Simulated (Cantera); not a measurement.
A jet of CH₄ : O₂ : N₂ = 0.01 : 0.063 : 0.79 (molar parts), equivalence ratio 0.32 at 300 K and 37000 Pa hits a platinum plate 3.8 cm away at a mass flux of 0.2 kg/m²/s; the plate temperature is set and raised in steps from an oxygen-covered start.

Detailed kinetics in Cantera: Deutschmann's 1995 Pt surface mechanism with GRI-Mech 3.0 gas chemistry. Catalytic surfaces can have several steady states; this one follows from the mechanism file's or the stated starting coverage.

One state of this run: wall x CH₄ = 0.00368; wall x O₂ = 0.0563; wall x H₂O = 0.0147; wall x OH = 9.37e-8; wall x CO = 2.30e-6; wall x CO₂ = 0.00960; θ free Pt = 0.285; θ O* = 0.714; θ OH* = 0.00150. x: mole fraction at the wall; θ: surface coverage.

Question: Which value of plate T (K) does it belong to?
A) 1050
B) 1000
C) 950
D) 900

Answer: B, 1000
